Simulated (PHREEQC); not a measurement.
A solution holds 0.072 mol/kgw H3PO4, 0.084 mol/kgw Na2HPO4 and 0.0021 mol/kgw KCl, at 54 °C. Closed to the air; pH follows from the charge balance.

Model: ion-association model, wateq4f.dat, run in PHREEQC.

```yaml
pH: 5.62
ionic_strength: 0.180 mol/kgw
activity_of_water: 0.994
total_alkalinity: 12.0 meq/kg
```

```csv
species,molality,activity,log γ
Na+,0.167,0.123,-0.133
H2PO4-,0.144,0.107,-0.130
HPO4-2,0.0110,0.00320,-0.536
Cl-,0.00210,0.00149,-0.150
K+,0.00209,0.00148,-0.150
NaHPO4-,0.00104,0.000769,-0.130
```

This is a speciation only: nothing precipitates in the calculation. Species that the database lacks are ignored. H3PO4, which wateq4f.dat lacks, is added to it with the constant of phreeqc.dat. At this temperature some constants are extrapolated from 25 °C, and those without enthalpy data are left unchanged.
